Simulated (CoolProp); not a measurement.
Properties of n-perfluoropentane at several states (Tc = 421.0 K, pc = 20.63 bar, ω = 0.436).

Model: reference Helmholtz-energy equation of state, Gao 2022, in CoolProp.

```
T (K)  p (bar)   phase         Z  cp (kJ/(kg K))  cv (kJ/(kg K))  speed of sound (m/s)  expansivity (1/kK)  fugacity coefficient
-----  -------  ------  --------  --------------  --------------  --------------------  ------------------  --------------------
302.4     31.1  liquid         ?           1.047          0.8313                     ?               1.966               0.03821
406.9     2.02     gas         ?          0.9649          0.9296                 106.1               2.826                0.9626
389.8     36.9  liquid    0.2570           1.217          0.9446                 239.4               3.962                0.2741
488.1     8.09     gas    0.9202           1.060           1.014                 111.5               2.806                0.9247
225.5     0.16  liquid  0.001348               ?          0.7139                 667.9               1.566                0.1089
200       37.5  liquid         ?          0.8631          0.6744                 743.1                   ?              7.052e-5
```

What belongs in the gaps?


- 302.4, Z: 0.2216
- 302.4, speed of sound (m/s): 482.5
- 406.9, Z: 0.9613
- 225.5, cp (kJ/(kg K)): 0.9080
- 200, Z: 0.3409
- 200, expansivity (1/kK): 1.479
